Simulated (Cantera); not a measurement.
Cr2O3 + H2 + H2O (hydrogen reduction and annealing atmospheres)

Input: 1 mol Cr2O3, 8.3 mol H2, 0.081 mol H2O, at 1673.15 K and 133 Pa.

Method: chemical equilibrium by Gibbs-energy minimisation in Cantera with the NASA 1993 tables (ideal gas, pure condensed phases). Candidate condensed phases: Cr, Cr2O3, H2O; 13 gas species. Rates play no part.

| Quantity | Result |
|---|---|
| x(H2) | 0.983 |
| x(H2O) | 0.0120 |
| x(H) | 0.00310 |
| x(Cr) | 0.00154 |
| x(CrO) | 8.09e-6 |
| x(OH) | 1.81e-6 |
| n(Cr2O3(s)) | 0.993 mol |
| gas amount | 8.407 mol |
| log10 activity of Cr(s) (absent) | -0.82 |
